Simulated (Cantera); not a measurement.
An isothermal plug-flow reactor at 900 K and 500000 Pa (inlet), inlet velocity 1.8 m/s, active area per volume 470 1/m; feed 0.438 % H2, 3.41 % O2, 96.2 % N2.

Detailed kinetics in Cantera: Deutschmann's 1995 Pt surface mechanism with GRI-Mech 3.0 gas chemistry. Catalytic surfaces can have several steady states; this one follows from the mechanism file's or the stated starting coverage. Mass transfer to the wall is taken as infinitely fast.

Task: Predict: x(H2) at z = 0.0058 m; x(O2) at z = 0.0058 m; x(H2O) at z = 0.0058 m; θ(free Pt) at the exit; θ(O*) at the exit; θ(OH*) at the exit.

Result: 
```
Item                     Result
----------------------  -------
x(H2) at z = 0.0058 m   1.55e-5
x(O2) at z = 0.0058 m    0.0320
x(H2O) at z = 0.0058 m  0.00438
θ(free Pt) at the exit   0.0868
θ(O*) at the exit         0.910
θ(OH*) at the exit      0.00276
```
